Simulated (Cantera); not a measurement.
A Cantera script and what it prints.

```python
import numpy as np
import cantera as ct

gas_names = """
    H H2 N NH NH2 NH3 N2 N2H2 N2H4 Si SiH SiH2 SiH3 SiH4 SiN Si2 Si2N Si3
""".split()
cond_names = """
    Si(cr) Si(L) Si3N4(a)
""".split()


def load(file, names, dense=False):
    # The tables refer to 1 bar. Condensed volumes are neglected.
    table = {s.name: s for s in ct.Species.list_from_file(file)}
    out = []
    for n in names:
        d = dict(table[n].input_data)
        d["thermo"] = dict(d["thermo"], **{"reference-pressure": 1e5})
        if dense:
            d["equation-of-state"] = {"model": "constant-volume", "density": "1e6 g/cm^3"}
        out.append(ct.Species.from_dict(d))
    return out


gas = ct.Solution(thermo="ideal-gas", species=load("nasa_gas.yaml", gas_names))
cond = {s.name: ct.Solution(thermo="fixed-stoichiometry", species=[s], name=s.name)
        for s in load("nasa_condensed.yaml", cond_names, dense=True)}
atoms = {
    'SiH4': {'Si': 1, 'H': 4},
    'NH3': {'N': 1, 'H': 3},
    'N2': {'N': 2},
}
top_T = {'Si3N4(a)': 2400}  # K; cautious upper limits of use, not melting points


def equilibrate(T, P, feed):
    n = {}
    for name, mol in feed.items():
        for a, k in atoms[name].items():
            n[a] = n.get(a, 0.0) + k * mol
    gas.TPX = T, P, n
    mass = sum(n.values()) * gas.mean_molecular_weight
    gas.equilibrate("TP")
    valid = [c for c in cond.values() if c.min_temp <= T <= top_T.get(c.name, c.max_temp)]
    mix = ct.Mixture([(gas, mass / gas.mean_molecular_weight)] + [(c, 0.0) for c in valid])
    mix.T, mix.P = T, P
    mix.equilibrate("TP", solver="vcs", rtol=1e-11, max_steps=5000)
    return mix


results = []
feed = {'SiH4': 1, 'NH3': 0.31, 'N2': 63}  # mol
P = 160  # Pa
for T in [748, 848, 948, 1048, 1148, 1248, 1348, 1448, 1548, 1648, 1748]:
    mix = equilibrate(T, P, feed)
    results.append((T, P, feed, dict(zip(mix.species_names, mix.species_moles))))
    x = sorted(zip(gas.X, gas.species_names), reverse=True)
    print(f"T = {T:g} K  P = {P:g} Pa  gas = {mix.phase_moles(0):.4g} mol")
    print("   x: " + "  ".join(f"{s} {v:.3e}" for v, s in x if v > 1e-06))
    print("   condensed (mol): " + ("  ".join(f"{mix.phase(i).name} {mix.phase_moles(i):.4g}"
          for i in range(1, mix.n_phases) if mix.phase_moles(i) > 1e-12) or "none"))
```

Result:

```
T = 748 K  P = 160 Pa  gas = 64.95 mol
   x: N2 9.620e-01  H2 3.795e-02
   condensed (mol): Si3N4(a) 0.3333
T = 848 K  P = 160 Pa  gas = 64.95 mol
   x: N2 9.620e-01  H2 3.795e-02
   condensed (mol): Si3N4(a) 0.3333
T = 948 K  P = 160 Pa  gas = 64.95 mol
   x: N2 9.620e-01  H2 3.795e-02
   condensed (mol): Si3N4(a) 0.3333
T = 1048 K  P = 160 Pa  gas = 64.95 mol
   x: N2 9.620e-01  H2 3.795e-02
   condensed (mol): Si3N4(a) 0.3333
T = 1148 K  P = 160 Pa  gas = 64.95 mol
   x: N2 9.620e-01  H2 3.795e-02
   condensed (mol): Si3N4(a) 0.3333
T = 1248 K  P = 160 Pa  gas = 64.95 mol
   x: N2 9.620e-01  H2 3.795e-02  H 2.274e-06
   condensed (mol): Si3N4(a) 0.3333
T = 1348 K  P = 160 Pa  gas = 64.95 mol
   x: N2 9.620e-01  H2 3.794e-02  H 1.127e-05
   condensed (mol): Si3N4(a) 0.3333
T = 1448 K  P = 160 Pa  gas = 64.95 mol
   x: N2 9.620e-01  H2 3.793e-02  H 4.488e-05
   condensed (mol): Si3N4(a) 0.3333
T = 1548 K  P = 160 Pa  gas = 64.96 mol
   x: N2 9.620e-01  H2 3.787e-02  H 1.498e-04  Si 3.590e-06
   condensed (mol): Si3N4(a) 0.3332
T = 1648 K  P = 160 Pa  gas = 64.98 mol
   x: N2 9.617e-01  H2 3.772e-02  H 4.324e-04  Si 9.226e-05  Si2N 2.639e-06  SiN 2.619e-06  SiH 1.318e-06
   condensed (mol): Si3N4(a) 0.3311
T = 1748 K  P = 160 Pa  gas = 65.72 mol
   x: N2 9.610e-01  H2 3.695e-02  H 1.098e-03  Si 9.097e-04  Si2N 3.156e-05  SiN 1.850e-05  SiH 9.310e-06  Si2 4.675e-06  Si3 1.145e-06
   condensed (mol): Si(L) 0.9334
```

Method: chemical equilibrium by Gibbs-energy minimisation in Cantera with the NASA 1993 tables (ideal gas, pure condensed phases). The tables' values for SiN are old estimates; treat these amounts as uncertain.
